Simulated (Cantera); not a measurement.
# SiHCl3 + H2 (silicon epitaxy and polysilicon growth)

Feed: 1 mol SiHCl3, a varied amount of H2, at 900 K and 44.0 mbar.

Method: chemical equilibrium by Gibbs-energy minimisation in Cantera with the NASA 1993 tables (ideal gas, pure condensed phases). Candidate condensed phases: Si; 19 gas species. The tables' values for SiCl3 are old estimates; treat these amounts as uncertain. The numbers say what is thermodynamically allowed, not how fast it happens.

From 18 mol H2 to 770 mol H2 the condensed part is Si(s). The main Si-bearing gas is SiCl4 at 18 mol H2 and SiHCl3 at 770 mol H2. The share of Si in condensed phases is highest at 770 mol H2 (60.3 %) and lowest at 18 mol H2 (22.9 %).

```tsv
n(H2) (mol)	x H2	x SiCl4	x SiHCl3	x HCl	x SiH2Cl2	n Si(s)
18	0.953	0.0288	0.0106	0.00734	0.000371	0.229
34	0.972	0.0146	0.00645	0.00626	0.000270	0.241
63	0.983	0.00729	0.00385	0.00529	0.000193	0.264
120	0.990	0.00336	0.00216	0.00437	0.000132	0.306
220	0.994	0.00152	0.00119	0.00360	8.89e-5	0.370
410	0.996	0.000611	0.000603	0.00287	5.65e-5	0.467
770	0.997	0.000204	0.000265	0.00218	3.27e-5	0.603
```
x: gas mole fraction; n: condensed amount in mol.
